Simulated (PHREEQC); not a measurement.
Consider water at 20 °C with 1.3 mol/kgw MgCl2 and 0.86 mol/kgw FeCl2. It is in equilibrium with CO2 at log p = -3.4 (atm). Otherwise closed; pH follows from the charge balance.

Equilibrium calculation in PHREEQC: Pitzer model, pitzer.dat.

pH: 4.86
ionic strength: 6.48 mol/kgw
activity of water: 0.835
density: 1.173 g/cm³
osmotic coefficient: 1.547

```csv
species,molality,activity,log γ
Cl-,4.32,2.66,-0.211
Mg+2,1.30,5.13,0.596
Fe+2,0.860,2.22,0.412
CO2,1.01e-5,1.56e-5,0.188
H+,2.80e-6,1.37e-5,0.690
HCO3-,2.46e-6,4.04e-7,-0.784
MgOH+,3.10e-7,3.11e-7,0.002
OH-,7.82e-9,4.17e-10,-1.273
MgCO3,4.90e-9,4.90e-9,0.000
CO3-2,4.76e-9,1.21e-12,-3.594
```

No solid was allowed to form. Species that the database lacks are ignored. In brines, pH and single-ion activities rest on the MacInnes convention.
